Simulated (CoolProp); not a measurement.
Properties of R410A along the isotherm 500 K.

Computed with CoolProp (reference Helmholtz-energy equation of state, Lemmon 2003). It is a pseudo-pure fit of the blend.

| p (MPa) | phase | isothermal compressibility (1/MPa) | fugacity coefficient |
|---|---|---|---|
| 0.00775 | gas | 129.1 | 0.9999 |
| 0.0125 | gas | 80.02 | 0.9998 |
| 0.0202 | gas | 49.52 | 0.9996 |
| 0.0327 | gas | 30.60 | 0.9994 |
| 0.0528 | gas | 18.96 | 0.9990 |
| 0.0853 | gas | 11.74 | 0.9984 |
| 0.138 | gas | 7.265 | 0.9974 |
| 0.223 | gas | 4.503 | 0.9959 |
| 0.36 | gas | 2.796 | 0.9933 |
| 0.581 | gas | 1.740 | 0.9893 |
| 0.939 | gas | 1.084 | 0.9828 |
| 1.52 | gas | … | … |
| 2.45 | gas | … | … |

Some entries are withheld; supply them.


- 1.52, isothermal compressibility (1/MPa): 0.6764
- 1.52, fugacity coefficient: 0.9724
- 2.45, isothermal compressibility (1/MPa): 0.4266
- 2.45, fugacity coefficient: 0.9560
